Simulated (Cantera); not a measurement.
Mixture: 16.0 % CH4, 20.0 % O2, 64.0 % N2, at 2030 Torr, adiabatic and at constant pressure. Ignition delay is the time to a rise of 400 K.

Computed with Cantera and GRI-Mech 3.0 (53 species, 325 reactions).

Predict: delay at 1273 K; delay at 1373 K; delay at 1473 K; delay at 1573 K; delay at 1673 K; delay at 1773 K; apparent activation energy between 1573 and 1773 K.


| Property | Result |
|---|---|
| delay at 1273 K | 8.01 ms |
| delay at 1373 K | 2.39 ms |
| delay at 1473 K | 0.786 ms |
| delay at 1573 K | 0.287 ms |
| delay at 1673 K | 0.118 ms |
| delay at 1773 K | 54.6 µs |
| apparent activation energy between 1573 and 1773 K | 190 kJ/mol |
